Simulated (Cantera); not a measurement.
An isothermal, constant-pressure homogeneous reactor starts with CO : O2 : H2O : N2 = 0.011 : 0.0094 : 0.0008 : 1 (molar parts), equivalence ratio 0.59, at 1250 K and 10.0 bar.

Detailed kinetics in Cantera: GRI-Mech 3.0 (53 species, 325 reactions).

x: mole fraction; the columns are a selection and need not sum to one.

```tsv
t (s)	x CO	x O2	x H2O	x H2O2	x H2	x NO
9.00e-6	0.0108	0.00920	0.000783	<1e-12	<1e-12	<1e-12
2.39e-5	0.0108	0.00920	0.000783	<1e-12	<1e-12	<1e-12
6.37e-5	0.0108	0.00920	0.000783	<1e-12	3.76e-12	<1e-12
0.000169	0.0108	0.00920	0.000783	<1e-12	3.81e-11	<1e-12
0.000450	0.0108	0.00920	0.000783	4.59e-12	4.55e-10	<1e-12
0.00120	0.0108	0.00920	0.000783	6.66e-10	(withheld)	<1e-12
0.00319	0.0105	0.00906	0.000778	7.50e-8	(withheld)	4.39e-10
0.00847	0.00916	0.00840	0.000772	8.80e-8	(withheld)	9.01e-9
0.0225	0.00630	0.00698	0.000774	6.68e-8	8.77e-6	6.74e-8
0.0599	0.00255	0.00510	0.000780	3.02e-8	(withheld)	2.70e-7
0.159	0.000364	0.00402	0.000786	4.10e-9	(withheld)	5.14e-7
0.424	6.82e-6	0.00384	0.000787	1.26e-10	(withheld)	6.99e-7
1.13	2.99e-8	0.00384	0.000788	1.99e-11	4.41e-10	8.12e-7
3.00	3.23e-9	0.00384	0.000788	5.84e-12	1.43e-10	8.21e-7
```

**Question.** Some entries are withheld; supply them.

**Answer.** 
- 0.00120, x H2: 1.37e-8
- 0.00319, x H2: 3.20e-6
- 0.00847, x H2: 9.53e-6
- 0.0599, x H2: 4.76e-6
- 0.159, x H2: 7.91e-7
- 0.424, x H2: 1.48e-8
